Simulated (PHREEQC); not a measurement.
Make-up at 25 °C: 0.0039 mol/kgw NaHCO3, 0.17 mol/kgw NaF and 0.0067 mol/kgw NaCl. Closed to the air; pH follows from the charge balance.

Computed with PHREEQC (ion-association model, phreeqc.dat).

No solid was allowed to form.

Problem. Estimate the pH, activity of water, density.

Solution. pH 7.94; activity of water 0.994; density 1.005 g/cm³.

Problem. In which forms is C present?

Solution. HCO3- 92 %, NaHCO3 4.9 %, CO2 1.7 %, NaCO3- 0.9 %, CO3-2 0.9 % of the C.

Species that the database lacks are ignored.
